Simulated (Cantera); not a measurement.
An isothermal, constant-pressure homogeneous reactor starts with CH4 : N2 = 1 : 92 (molar parts), at 1825 K and 1330 Pa.

Computed with Cantera and GRI-Mech 3.0 (53 species, 325 reactions). GRI-Mech 3.0 stops at C3 and has no aromatics, soot or wall deposition, so with more carbon than oxygen in the feed, carbon stays in small species such as C2H2 where larger ones or solid carbon would form. Radical loss at walls, strong at low pressure, is not modelled.

x: mole fraction; the columns are a selection and need not sum to one.

| t (s) | x CH4 | x C2H6 | x CH3 | x CH2 | x HCN | x H | x C2H |
|---|---|---|---|---|---|---|---|
| 2.00e-5 | 0.0108 | <1e-12 | [?] | <1e-12 | <1e-12 | 1.66e-7 | <1e-12 |
| 6.83e-5 | 0.0108 | <1e-12 | [?] | 2.42e-12 | <1e-12 | 4.93e-7 | <1e-12 |
| 0.000233 | 0.0107 | 2.16e-12 | [?] | 7.87e-11 | <1e-12 | 1.10e-6 | <1e-12 |
| 0.000795 | 0.0107 | 1.02e-10 | [?] | 1.55e-9 | <1e-12 | 1.45e-6 | <1e-12 |
| 0.00271 | 0.0107 | 2.56e-9 | [?] | 1.61e-8 | 1.69e-11 | 1.51e-6 | <1e-12 |
| 0.00926 | 0.0106 | 3.77e-8 | [?] | 1.31e-7 | 5.05e-10 | 2.08e-6 | 3.82e-11 |
| 0.0316 | 0.00984 | 3.86e-7 | [?] | 9.33e-7 | 3.06e-8 | 9.30e-6 | 7.97e-9 |
| 0.108 | 0.00495 | 4.96e-7 | [?] | 2.31e-6 | 2.35e-6 | 5.85e-5 | 1.67e-7 |
| 0.368 | 0.000976 | 3.80e-8 | [?] | 1.19e-6 | 1.67e-5 | 0.000118 | 3.78e-7 |
| 1.26 | 0.000101 | 9.76e-10 | [?] | 3.48e-7 | 4.91e-5 | 0.000197 | 6.38e-7 |
| 4.29 | 5.97e-6 | 6.10e-12 | [?] | 3.95e-8 | 8.32e-5 | 0.000270 | 8.74e-7 |
| 14.6 | 9.63e-8 | <1e-12 | [?] | 1.21e-9 | 8.99e-5 | 0.000367 | 1.19e-6 |
| 50.0 | 1.56e-8 | <1e-12 | [?] | 3.22e-10 | 9.01e-5 | 0.000471 | 1.53e-6 |

Task: Complete the blanks.

Result: 
- 2.00e-5, x CH3: 1.86e-7
- 6.83e-5, x CH3: 7.10e-7
- 0.000233, x CH3: 3.00e-6
- 0.000795, x CH3: 1.25e-5
- 0.00271, x CH3: 4.62e-5
- 0.00926, x CH3: 0.000159
- 0.0316, x CH3: 0.000492
- 0.108, x CH3: 0.000550
- 0.368, x CH3: 0.000153
- 1.26, x CH3: 2.52e-5
- 4.29, x CH3: 2.05e-6
- 14.6, x CH3: 4.51e-8
- 50.0, x CH3: 9.38e-9
